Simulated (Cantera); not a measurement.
An isothermal, constant-pressure homogeneous reactor starts with NO : N₂ = 1 : 1.7 (molar parts), at 1700 K and 1.00 bar.

Model: GRI-Mech 3.0 (53 species, 325 reactions), integrated in Cantera.

x: mole fraction; the columns are a selection and need not sum to one.

```json
[
 {"t (s)": "2.00e-5", "x NO": "0.370", "x N₂": "0.630", "x NO₂": "[?]", "x N₂O": "2.45e-7", "x O₂": "1.83e-10"},
 {"t (s)": "7.66e-5", "x NO": "0.370", "x N₂": "0.630", "x NO₂": "[?]", "x N₂O": "9.34e-7", "x O₂": "1.53e-9"},
 {"t (s)": "0.000294", "x NO": "0.370", "x N₂": "0.630", "x NO₂": "[?]", "x N₂O": "3.49e-6", "x O₂": "1.10e-8"},
 {"t (s)": "0.00112", "x NO": "0.370", "x N₂": "0.630", "x NO₂": "[?]", "x N₂O": "1.22e-5", "x O₂": "1.43e-7"},
 {"t (s)": "0.00431", "x NO": "0.370", "x N₂": "0.630", "x NO₂": "[?]", "x N₂O": "3.38e-5", "x O₂": "4.41e-6"},
 {"t (s)": "0.0165", "x NO": "0.370", "x N₂": "0.630", "x NO₂": "[?]", "x N₂O": "5.28e-5", "x O₂": "0.000107"},
 {"t (s)": "0.0632", "x NO": "0.369", "x N₂": "0.630", "x NO₂": "[?]", "x N₂O": "5.37e-5", "x O₂": "0.000682"},
 {"t (s)": "0.242", "x NO": "0.364", "x N₂": "0.633", "x NO₂": "[?]", "x N₂O": "5.23e-5", "x O₂": "0.00287"},
 {"t (s)": "0.928", "x NO": "0.348", "x N₂": "0.641", "x NO₂": "[?]", "x N₂O": "4.76e-5", "x O₂": "0.0109"},
 {"t (s)": "3.56", "x NO": "0.296", "x N₂": "0.667", "x NO₂": "0.000398", "x N₂O": "3.42e-5", "x O₂": "0.0367"},
 {"t (s)": "13.6", "x NO": "0.184", "x N₂": "0.723", "x NO₂": "0.000384", "x N₂O": "1.30e-5", "x O₂": "0.0930"},
 {"t (s)": "52.2", "x NO": "0.0650", "x N₂": "0.782", "x NO₂": "[?]", "x N₂O": "1.75e-6", "x O₂": "0.153"},
 {"t (s)": "200", "x NO": "0.0129", "x N₂": "0.808", "x NO₂": "[?]", "x N₂O": "2.21e-7", "x O₂": "0.179"}
]
```

Q: What belongs in the gaps?

A: 
- 2.00e-5, x NO₂: 9.61e-8
- 7.66e-5, x NO₂: 7.16e-7
- 0.000294, x NO₂: 3.42e-6
- 0.00112, x NO₂: 1.47e-5
- 0.00431, x NO₂: 6.25e-5
- 0.0165, x NO₂: 0.000142
- 0.0632, x NO₂: 0.000158
- 0.242, x NO₂: 0.000193
- 0.928, x NO₂: 0.000278
- 52.2, x NO₂: 0.000173
- 200, x NO₂: 3.71e-5
